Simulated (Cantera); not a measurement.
A closed system holds: 1 mol HMDSO, a varied amount of NO, 2.4 mol N2, equilibrated at 825 K and 13.3 mbar.

Equilibrium computed with Cantera from the NASA thermochemical tables; the gas is ideal and each condensed phase is pure. Candidate condensed phases: C, C6H6, C7H8, C8H18, H2O, Si, SiC, SiO2, Si2N2O, Si3N4; 151 gas species. The feed counts by its element totals alone. The numbers say what is thermodynamically allowed, not how fast it happens.

Problem. At 1.6 mol NO, list the 4 most abundant gas species with their mole fractions, and the condensed phases.

Solution. H2 0.758, N2 0.235, CH4 0.00694, CO 4.37e-5. Condensed: C(graphite) + SiO2(α-quartz) + Si2N2O(s).
